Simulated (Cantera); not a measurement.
Input (Python, Cantera) and output of one run.

```python
import numpy as np
import cantera as ct

gas_names = """
    C CH CH2 CH3 CH2OH CH3O CH4 CH3OH CO CO2 COOH C2 C2H CHCO,ketyl C2H2,acetylene C2H2,vinylidene
    CH2CO,ketene C2H3,vinyl CH3CO,acetyl C2H4 C2H4O,ethylen CH3CHO,ethanal CH3COOH (HCOOH)2 C2H5 C2H6
    CH3OCH3 C2H5OH C2O C3 C3H3,propargyl C3H4,allene C3H4,propyne C3H4,cyclo- C3H5,allyl C3H6,propylene
    C3H6,cyclo- C3H6O C3H7,n-propyl C3H7,i-propyl C3H8 C3H8O,1propanol C3H8O,2propanol C3O2 C4 C4H2
    C4H4,1,3-cyclo- C4H6,butadiene C4H6,2-butyne C4H6,cyclo- C4H8,1-butene C4H8,cis2-buten
    C4H8,tr2-butene C4H8,isobutene C4H8,cyclo- (CH3COOH)2 C4H9,n-butyl C4H9,i-butyl C4H9,s-butyl
    C4H9,t-butyl C4H10,isobutane C4H10,n-butane C5 C5H6,1,3cyclo- C5H8,cyclo- C5H10,1-pentene
    C5H10,cyclo- C5H11,pentyl C5H11,t-pentyl C5H12,n-pentane C5H12,i-pentane CH3C(CH3)2CH3 C6H2
    C6H5,phenyl C6H5O,phenoxy C6H6 C6H5OH,phenol C6H10,cyclo- C6H12,1-hexene C6H12,cyclo- C6H13,n-hexyl
    C7H7,benzyl C7H8 C7H8O,cresol C7H14,1-heptene C7H15,n-heptyl C7H16,n-heptane C8H8,styrene
    C8H10,ethylbenz C8H16,1-octene C8H17,n-octyl C8H18,isooctane C8H18,n-octane C9H19,n-nonyl
    C10H8,naphthale C10H21,n-decyl C12H9,o-bipheny C12H10,bipheny H HCO HO2 H2 HCHO,formaldehy HCOOH H2O
    H2O2 O OH O2 O3 Pb PbO Pb2
""".split()
cond_names = """
    C(gr) C6H6(L) C7H8(L) C8H18(L),n-octa H2O(s) H2O(L) Pb(cr) Pb(L) PbO(rd) PbO(yw) PbO(L) PbO2(s)
    Pb3O4(s)
""".split()


def load(file, names, dense=False):
    # The tables refer to 1 bar. Condensed volumes are neglected.
    table = {s.name: s for s in ct.Species.list_from_file(file)}
    out = []
    for n in names:
        d = dict(table[n].input_data)
        d["thermo"] = dict(d["thermo"], **{"reference-pressure": 1e5})
        if dense:
            d["equation-of-state"] = {"model": "constant-volume", "density": "1e6 g/cm^3"}
        out.append(ct.Species.from_dict(d))
    return out


gas = ct.Solution(thermo="ideal-gas", species=load("nasa_gas.yaml", gas_names))
cond = {s.name: ct.Solution(thermo="fixed-stoichiometry", species=[s], name=s.name)
        for s in load("nasa_condensed.yaml", cond_names, dense=True)}
atoms = {
    'Pb': {'Pb': 1},
    'CO': {'C': 1, 'O': 1},
    'H2': {'H': 2},
}
top_T = {'C(gr)': 4500, 'Pb3O4(s)': 820}  # K; cautious upper limits of use, not melting points


def equilibrate(T, P, feed):
    n = {}
    for name, mol in feed.items():
        for a, k in atoms[name].items():
            n[a] = n.get(a, 0.0) + k * mol
    gas.TPX = T, P, n
    mass = sum(n.values()) * gas.mean_molecular_weight
    gas.equilibrate("TP")
    valid = [c for c in cond.values() if c.min_temp <= T <= top_T.get(c.name, c.max_temp)]
    mix = ct.Mixture([(gas, mass / gas.mean_molecular_weight)] + [(c, 0.0) for c in valid])
    mix.T, mix.P = T, P
    mix.equilibrate("TP", solver="gibbs", rtol=1e-10, max_steps=50000)
    return mix


results = []
T = 800  # K
P = 32000  # Pa
for m in [0.7, 1.1, 1.7, 2.6, 4.1, 6.3, 9.9, 15, 24]:
    feed = {'Pb': 1, 'CO': 3.4, 'H2': m}  # mol
    mix = equilibrate(T, P, feed)
    results.append((T, P, feed, dict(zip(mix.species_names, mix.species_moles))))

top = {s: max(r[3][s] / sum(r[3][g] for g in gas_names) for r in results) for s in gas_names}
cols = sorted((s for s in top if top[s] > 0.001), key=lambda s: -top[s])[:9]
seen = [c for c in cond_names if any(r[3].get(c, 0) > 1e-12 for r in results)]
print("log10 of partial pressures in bar; condensed amounts in mol")
print(f"{'n(H2)':>10s}" + "".join(f"{s[:9]:>10s}" for s in cols + seen))
for T, P, feed, n in results:
    ng = sum(n[g] for g in gas_names)
    print(f"{feed['H2']:10.4g}" + "".join(f"{np.log10(max(n[s] / ng * P / 1e5, 1e-99)):10.3f}" for s in cols)
          + "".join(f"{n.get(c, 0):10.4g}" for c in seen))
```

Output:

```
log10 of partial pressures in bar; condensed amounts in mol
     n(H2)        H2       CO2       H2O       CH4        CO     C(gr)     Pb(L)
       0.7    -1.354    -0.733    -1.349    -2.580    -1.364     1.686         1
       1.1    -1.202    -0.812    -1.236    -2.276    -1.403     1.733         1
       1.7    -1.072    -0.917    -1.158    -2.016    -1.456     1.774         1
       2.6    -0.963    -1.052    -1.117    -1.798    -1.523     1.787         1
       4.1    -0.867    -1.236    -1.113    -1.606    -1.615     1.725         1
       6.3    -0.796    -1.447    -1.148    -1.465    -1.721     1.526         1
       9.9    -0.741    -1.706    -1.221    -1.353    -1.850     1.058         1
        15    -0.703    -1.974    -1.318    -1.278    -1.984    0.2542         1
        24    -0.638    -2.496    -1.403    -1.369    -2.356         0         1
```

Equilibrium computed with Cantera from the NASA thermochemical tables; the gas is ideal and each condensed phase is pure.
